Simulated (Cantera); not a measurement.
What does this Cantera script print?

```python
import numpy as np
import cantera as ct

gas = ct.Solution("gri30.yaml")
gas.TPX = 1498, 11, {'C2H6': 1, 'N2': 81}
inlet = ct.Reservoir(gas, clone=True)

reactor = ct.IdealGasConstPressureReactor(gas, energy="off", clone=False)
exhaust = ct.Reservoir(gas, clone=True)
tau = [7.4, 3.7, 1.9, 0.95, 0.48, 0.24, 0.12, 0.061, 0.031, 0.016, 0.0079][0]
for a, b in ((inlet, reactor), (reactor, exhaust)):
    ct.MassFlowController(a, b, mdot=lambda t: reactor.mass / tau)
net = ct.ReactorNet([reactor])
show = ['C2H6', 'H2', 'CH3', 'CH2', 'C2H2', 'CH4']

rows = []
print(f"{'tau/s':>10s}{'T/K':>9s}" + "".join(f"{s:>11s}" for s in show))
for tau in [7.4, 3.7, 1.9, 0.95, 0.48, 0.24, 0.12, 0.061, 0.031, 0.016, 0.0079]:
    net.initial_time = 0.0
    net.advance(30 * tau)
    before = gas.X
    net.advance(40 * tau)
    drift = np.max(np.abs(gas.X - before) / (gas.X + 1e-9))
    rows.append([gas.T, *gas[show].X, drift])
    print(f"{tau:10.3e}{gas.T:9.1f}" + "".join(f"{x:11.3e}" for x in gas[show].X))
```

Result:

```
     tau/s      T/K       C2H6         H2        CH3        CH2       C2H2        CH4
 7.400e+00   1498.0  4.515e-04  1.610e-02  1.093e-03  5.018e-06  7.864e-03  2.602e-03
 3.700e+00   1498.0  8.473e-04  1.389e-02  1.514e-03  6.208e-06  6.305e-03  2.662e-03
 1.900e+00   1498.0  1.539e-03  1.139e-02  2.028e-03  7.277e-06  4.505e-03  2.437e-03
 9.500e-01   1498.0  2.807e-03  8.492e-03  2.610e-03  7.942e-06  2.580e-03  1.884e-03
 4.800e-01   1498.0  4.836e-03  5.534e-03  2.988e-03  7.594e-06  1.069e-03  1.155e-03
 2.400e-01   1498.0  7.531e-03  2.828e-03  2.796e-03  5.863e-06  2.607e-04  5.150e-04
 1.200e-01   1498.0  9.916e-03  1.016e-03  2.025e-03  3.341e-06  3.246e-05  1.715e-04
 6.100e-02   1498.0  1.124e-02  2.421e-04  1.227e-03  1.303e-06  1.997e-06  5.036e-05
 3.100e-02   1498.0  1.179e-02  3.466e-05  6.787e-04  3.083e-07  5.867e-08  1.397e-05
 1.600e-02   1498.0  1.200e-02  3.930e-06  3.636e-04  5.296e-08  1.969e-09  3.856e-06
 7.900e-03   1498.0  1.210e-02  3.627e-07  1.826e-04  6.906e-09  8.683e-11  9.560e-07
```

Computed with Cantera and GRI-Mech 3.0 (53 species, 325 reactions). GRI-Mech 3.0 stops at C3 and has no aromatics, soot or wall deposition, so with more carbon than oxygen in the feed, carbon stays in small species such as C2H2 where larger ones or solid carbon would form. Radical loss at walls, strong at low pressure, is not modelled.
